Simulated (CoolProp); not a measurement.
Ammonia along the isobar 13.1 MPa: Z from the reference equation and from simpler models built on Tc = 405.6 K, pc = 11.36 MPa, ω = 0.256; each cubic takes its own stable root.

Values from CoolProp's reference Helmholtz-energy equation of state, Gao 2020.

```json
[
 {"T (K)": "321.9", "phase": "liquid", "reference": "0.1440", "Redlich-Kwong": "0.1896", "Peng-Robinson": "0.1613"},
 {"T (K)": "347.5", "phase": "liquid", "reference": "0.1441", "Redlich-Kwong": "___", "Peng-Robinson": "0.1634"},
 {"T (K)": "373", "phase": "liquid", "reference": "0.1490", "Redlich-Kwong": "0.2027", "Peng-Robinson": "0.1734"},
 {"T (K)": "398.6", "phase": "liquid", "reference": "0.1674", "Redlich-Kwong": "0.2342", "Peng-Robinson": "0.2065"},
 {"T (K)": "424.2", "phase": "supercritical", "reference": "0.4784", "Redlich-Kwong": "0.4894", "Peng-Robinson": "___"},
 {"T (K)": "449.8", "phase": "supercritical", "reference": "0.6448", "Redlich-Kwong": "0.6446", "Peng-Robinson": "___"},
 {"T (K)": "475.4", "phase": "supercritical", "reference": "0.7316", "Redlich-Kwong": "0.7240", "Peng-Robinson": "0.7320"},
 {"T (K)": "501", "phase": "supercritical", "reference": "0.7895", "Redlich-Kwong": "0.7776", "Peng-Robinson": "0.7886"},
 {"T (K)": "526.5", "phase": "supercritical", "reference": "0.8314", "Redlich-Kwong": "0.8168", "Peng-Robinson": "0.8304"},
 {"T (K)": "552.1", "phase": "supercritical", "reference": "0.8633", "Redlich-Kwong": "0.8472", "Peng-Robinson": "___"},
 {"T (K)": "577.7", "phase": "supercritical", "reference": "0.8882", "Redlich-Kwong": "0.8714", "Peng-Robinson": "0.8884"}
]
```

Question: Some entries are withheld; supply them.

Answer: 
- 347.5, Redlich-Kwong: 0.1922
- 424.2, Peng-Robinson: 0.4955
- 449.8, Peng-Robinson: 0.6490
- 552.1, Peng-Robinson: 0.8627
